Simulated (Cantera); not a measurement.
## Silicates and aluminates: SiO2 + Al2O3 + O2

Charge: 1 mol SiO2, 0.49 mol Al2O3, 5 mol O2, held at 100000 Pa.

Equilibrium computed with Cantera from the NASA thermochemical tables; the gas is ideal and each condensed phase is pure. Candidate condensed phases: Al, Al2O3, Al2SiO5, Al6Si2O13, Si, SiO2; 14 gas species. Mutual solubility and eutectic melting of coexisting phases are not modelled. The tables hold silica as quartz up to 1696 K and as liquid above; real silica turns to tridymite and cristobalite and melts near 1996 K. Condensed phases not in the tables: alloys, solid solutions and most ternary compounds. Equilibrium is a limit: real reactors are often held back by kinetics, nucleation or transport.

At 775 K the condensed part is Al2SiO5(andalusite) + SiO2(α-quartz). From 875 K to 1175 K the condensed part is Al2SiO5(andalusite) + SiO2(β-quartz). From 1275 K to 1675 K the condensed part is Al6Si2O13(mullite) + SiO2(β-quartz). At 1775 K the condensed part is Al6Si2O13(mullite) + SiO2(condensed).

| T (K) | x O2 | x O | x O3 | x SiO2 | n Al2SiO5(andalusite) | n SiO2(α-quartz) | n SiO2(β-quartz) | n Al6Si2O13(mullite) | n SiO2(condensed) |
|---|---|---|---|---|---|---|---|---|---|
| 775 | 1.00 | <1e-12 | <1e-12 | <1e-12 | 0.490 | 0.510 | 0 | 0 | 0 |
| 875 | 1.00 | 2.05e-12 | <1e-12 | <1e-12 | 0.490 | 0 | 0.510 | 0 | 0 |
| 975 | 1.00 | 7.21e-11 | 6.37e-12 | <1e-12 | 0.490 | 0 | 0.510 | 0 | 0 |
| 1075 | 1.00 | 1.31e-9 | 3.29e-11 | <1e-12 | 0.490 | 0 | 0.510 | 0 | 0 |
| 1175 | 1.00 | 1.46e-8 | 1.29e-10 | <1e-12 | 0.490 | 0 | 0.510 | 0 | 0 |
| 1275 | 1.00 | 1.12e-7 | 4.07e-10 | <1e-12 | 0 | 0 | 0.673 | 0.163 | 0 |
| 1375 | 1.000 | 6.37e-7 | 1.09e-9 | <1e-12 | 0 | 0 | 0.673 | 0.163 | 0 |
| 1475 | 1.000 | 2.87e-6 | 2.57e-9 | <1e-12 | 0 | 0 | 0.673 | 0.163 | 0 |
| 1575 | 1.000 | 1.07e-5 | 5.42e-9 | 2.04e-11 | 0 | 0 | 0.673 | 0.163 | 0 |
| 1675 | 1.000 | 3.42e-5 | 1.05e-8 | 3.00e-10 | 0 | 0 | 0.673 | 0.163 | 0 |
| 1775 | 1.000 | 9.57e-5 | 1.89e-8 | 3.16e-9 | 0 | 0 | 0 | 0.163 | 0.673 |
x: gas mole fraction; n: condensed amount in mol.
